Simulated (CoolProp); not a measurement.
Saturation properties of normal hydrogen.

Model: reference Helmholtz-energy equation of state, Leachman 2009, in CoolProp.

| T (°C) | p (MPa) | liquid density (kg/m³) | vapour viscosity (µPa s) | liquid conductivity (mW/(m K)) |
|---|---|---|---|---|
| -253.55 | 0.08015 | 71.71 | … | 103 |
| -251.85 | … | 69.76 | 1.05 | 104 |
| -250.25 | 0.1995 | 67.73 | 1.14 | 103 |
| -248.65 | 0.2883 | 65.46 | 1.24 | 103 |
| -247.05 | 0.4019 | 62.91 | 1.35 | … |
| -245.45 | 0.5436 | 59.95 | 1.48 | 99.2 |
| -243.85 | 0.7172 | … | 1.63 | … |
| -242.25 | … | 51.73 | 1.85 | 92.3 |
| -240.65 | 1.180 | 43.92 | … | … |

**Question.** What belongs in the gaps?

**Answer.** 
- -253.55, vapour viscosity (µPa s): 0.954
- -251.85, p (MPa): 0.1320
- -247.05, liquid conductivity (mW/(m K)): 101
- -243.85, liquid density (kg/m³): 56.39
- -243.85, liquid conductivity (mW/(m K)): 96.3
- -242.25, p (MPa): 0.9272
- -240.65, vapour viscosity (µPa s): 2.25
- -240.65, liquid conductivity (mW/(m K)): 90.7

It boils at -252.8 °C under 1 atm.

Viscosity comes from a separate model (Muzny 2013). Thermal conductivity comes from a separate model (Assael 2011).
